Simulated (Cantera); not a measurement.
Input: 1 mol C, 0.1 mol H2O, 13 mol N2, held at 723 K and 101000 Pa.

Method: chemical equilibrium by Gibbs-energy minimisation in Cantera with the NASA 1993 tables (ideal gas, pure condensed phases). Candidate condensed phases: C, C6H6, C7H8, C8H18, H2O; 136 gas species. The numbers say what is thermodynamically allowed, not how fast it happens.

Base state: N2 0.989, H2 0.00576, CO2 0.00244, H2O 0.00148, CO 0.00124, CH4 0.000180 (mole fractions); condensed: C(graphite).

**Question.** What changes in the equilibrium state with this change: temperature from 723 K to 1100 K?

**Answer.** 
| species | before | after |
|---|---|---|
| N2 | 0.989 | 0.985 |
| H2 | 0.00576 | 0.00757 |
| CO | 0.00124 | 0.00756 |
| CO2 | 0.00244 | 5.11e-6 |
| H2O | 0.00148 | 5.18e-6 |
| CH4 | 0.000180 | 2.08e-6 |
| C(graphite), mol | 0.949 | 0.900 |
